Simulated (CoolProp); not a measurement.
Sulfur hexafluoride at several states: Z from the reference equation and from simpler models built on Tc = 318.7 K, pc = 3.755 MPa, ω = 0.210; each cubic takes its own stable root.

Values from CoolProp's reference Helmholtz-energy equation of state, Guder 2009.

```tsv
T (K)	p (MPa)	phase	reference	Redlich-Kwong	Peng-Robinson
516.7	4.72	supercritical	___	___	0.9316
584.4	0.131	gas	0.9991	0.9984	0.9988
229.5	0.302	liquid	___	___	0.01178
```

### Question
Some entries are withheld; supply them.

### Answer

- 516.7, reference: 0.9428
- 516.7, Redlich-Kwong: 0.9158
- 229.5, reference: 0.01273
- 229.5, Redlich-Kwong: 0.9271

At some of these states Redlich-Kwong gives the other phase, because its saturation line lies elsewhere.
